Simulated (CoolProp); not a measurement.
Saturation properties of dimethyl carbonate.

The numbers come from the reference Helmholtz-energy equation of state, Zhou 2011 in CoolProp.

```json
[
 {"T (K)": "295", "p (kPa)": "6.168", "liquid cp (kJ/(kg K))": "1.829", "vapour Z": "0.9966"},
 {"T (K)": "317", "p (kPa)": "17.84", "liquid cp (kJ/(kg K))": "1.861", "vapour Z": "0.9921"},
 {"T (K)": "339", "p (kPa)": "43.76", "liquid cp (kJ/(kg K))": "1.903", "vapour Z": "0.9845"},
 {"T (K)": "361", "p (kPa)": "94.25", "liquid cp (kJ/(kg K))": "1.953", "vapour Z": "0.9725"},
 {"T (K)": "383.1", "p (kPa)": "183.5", "liquid cp (kJ/(kg K))": "2.010", "vapour Z": "0.9552"},
 {"T (K)": "405.1", "p (kPa)": "327.4", "liquid cp (kJ/(kg K))": "2.075", "vapour Z": "0.9319"},
 {"T (K)": "427.1", "p (kPa)": "545.9", "liquid cp (kJ/(kg K))": "2.147", "vapour Z": "0.9015"},
 {"T (K)": "449.1", "p (kPa)": "861.1", "liquid cp (kJ/(kg K))": "2.230", "vapour Z": "0.8630"},
 {"T (K)": "471.1", "p (kPa)": "1298", "liquid cp (kJ/(kg K))": "2.337", "vapour Z": "0.8146"},
 {"T (K)": "493.1", "p (kPa)": "1888", "liquid cp (kJ/(kg K))": "2.496", "vapour Z": "0.7536"}
]
```

It boils at 363.3 K under 1 atm.
